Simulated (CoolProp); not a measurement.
Neopentane along the isotherm 125.95 °C: fugacity coefficient from the reference equation and from simpler models built on Tc = 160.6 °C, pc = 3196 kPa, ω = 0.196; each cubic takes its own stable root.

Values from CoolProp's reference Helmholtz-energy equation of state, Lemmon 2006. It is a short technical equation, of lower accuracy than the large ones.

| p (kPa) | phase | reference | van der Waals | Redlich-Kwong |
|---|---|---|---|---|
| 50.5 | gas | 0.9931 | 0.9943 | 0.9932 |
| 89.9 | gas | 0.9877 | 0.9898 | 0.9879 |
| 160 | gas | 0.9781 | 0.9819 | 0.9784 |
| 284 | gas | 0.9612 | 0.9679 | 0.9618 |
| 505 | gas | 0.9311 | 0.9429 | 0.9324 |
| 899 | gas | 0.8776 | 0.8985 | 0.8803 |
| 1600 | gas | 0.7811 | 0.8186 | 0.7880 |
| 2840 | liquid | 0.5036 | 0.6170 | 0.5386 |
| 5050 | liquid | 0.3147 | 0.4067 | 0.3418 |
| 8990 | liquid | 0.2117 | 0.2961 | 0.2341 |
| 16000 | liquid | 0.1614 | 0.2550 | 0.1820 |
